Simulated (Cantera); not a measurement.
## Silicon epitaxy and polysilicon growth: Si₂Cl₆ + Cl₂ + H₂

A closed system holds: 1 mol Si₂Cl₆, 0.18 mol Cl₂, 22 mol H₂, held at 1350 °C and 1 atm.

Equilibrium computed with Cantera from the NASA thermochemical tables; the gas is ideal and each condensed phase is pure. Candidate condensed phases: Si; 19 gas species. The feed counts by its element totals alone. The tables' values for SiCl₃ are old estimates; treat these amounts as uncertain. Equilibrium is a limit: real reactors are often held back by kinetics, nucleation or transport.

x(H₂): 0.825
x(HCl): 0.110
x(SiCl₂): 0.0512
x(SiCl₃): 0.00748
x(SiHCl₃): 0.00297
x(SiCl₄): 0.00255
x(SiH₂Cl₂): 0.000584
x(H): 6.25e-5
x(SiH₃Cl): 3.44e-5
n(Si(s)): 0.383 mol
gas amount: 24.93 mol
